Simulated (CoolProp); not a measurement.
Properties of C2F6 (R116) along the isobar 0.776 MPa (Tc = 19.9 °C, pc = 3.048 MPa, ω = 0.257).

The numbers come from the reference Helmholtz-energy equation of state, Lemmon 2006 in CoolProp. It is a short technical equation, of lower accuracy than the large ones.

| T (°C) | phase | cp (kJ/(kg K)) | speed of sound (m/s) | expansivity (1/kK) | viscosity (µPa s) | Prandtl number |
|---|---|---|---|---|---|---|
| -67.85 | liquid | 0.9662 | 520.7 | 2.958 | 357 | 4.76 |
| -52.35 | liquid | 1.014 | 454.6 | 3.430 | 274 | 4.19 |
| -36.75 | liquid | 1.078 | 385.4 | 4.199 | 210 | 3.78 |
| -21.25 | gas | 0.8013 | 111.0 | 7.239 | 11.8 | 0.794 |
| -5.75 | gas | 0.7955 | 118.2 | 5.921 | 12.6 | 0.776 |
| 9.85 | gas | 0.8027 | 124.4 | 5.093 | 13.4 | 0.768 |
| 25.35 | gas | 0.8154 | 129.8 | 4.518 | 14.2 | 0.766 |
| 40.85 | gas | 0.8308 | 134.8 | 4.087 | 15.0 | 0.766 |
| 56.45 | gas | 0.8477 | 139.4 | 3.746 | 15.8 | 0.767 |
| 71.95 | gas | 0.8650 | 143.7 | 3.471 | 16.6 | 0.767 |
| 87.45 | gas | 0.8823 | 147.7 | 3.242 | 17.3 | 0.767 |
| 102.95 | gas | 0.8994 | 151.6 | 3.046 | 18.0 | 0.768 |
| 118.55 | gas | 0.9162 | 155.3 | 2.877 | 18.7 | 0.768 |

Viscosity comes from a separate model (Huber 2003), an estimate that may be off by 10 % or more. Thermal conductivity comes from a separate model (Huber 2003), an estimate that may be off by 10 % or more.
